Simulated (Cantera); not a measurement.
Charge: 1 mol Si(CH3)4, 0.0041 mol C3H8, 59 mol H2, at 0.00133 bar.

Method: chemical equilibrium by Gibbs-energy minimisation in Cantera with the NASA 1993 tables (ideal gas, pure condensed phases). Candidate condensed phases: C, C6H6, C7H8, C8H18, Si, SiC; 87 gas species. Gases not in the tables: Si2H6 and higher silanes. Rates play no part.

**Question.** Which condensed phases are stable at each of these points (T (K)): 1948, 2048, 2148, 2248, 2348, 2448, 2548?

**Answer.** 
```csv
T (K),condensed phases,Si condensed (%)
1948,C(graphite) + SiC(s),94.3
2048,C(graphite) + SiC(s),71.6
2148,C(graphite),0.0
2248,C(graphite),0.0
2348,C(graphite),0.0
2448,C(graphite),0.0
2548,C(graphite),0.0
```

From 1948 K to 2048 K the condensed part is C(graphite) + SiC(s). From 2148 K to 2548 K the condensed part is C(graphite).
